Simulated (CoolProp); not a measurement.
Vapour-liquid equilibrium of R125 (1) + R134a (2) at 0.0185 MPa; x and y are mole fractions of (1).

Values from CoolProp's multi-fluid Helmholtz-energy mixture model, Lemmon 2005 and Tillner-Roth 1994; pair parameters Lemmon 2004.

```csv
x,bubble temperature (°C),y at the bubble point,dew temperature at overall composition x (°C),liquid density (mol/L)
0.05,-59.5,0.154,-58.2,14.36
0.2,-64.1,0.473,-60.1,14.26
0.35,-67.7,0.665,-62.2,14.13
0.5,-70.6,0.790,-64.5,13.99
0.65,-73.0,0.876,-67.4,13.84
0.8,-75.1,0.939,-70.9,13.68
0.95,-76.9,0.986,-75.5,13.51
```

No azeotrope shows between x = 0.05 and 0.95.

The pair parameters rest on a limited set of measurements; away from them the model extrapolates.
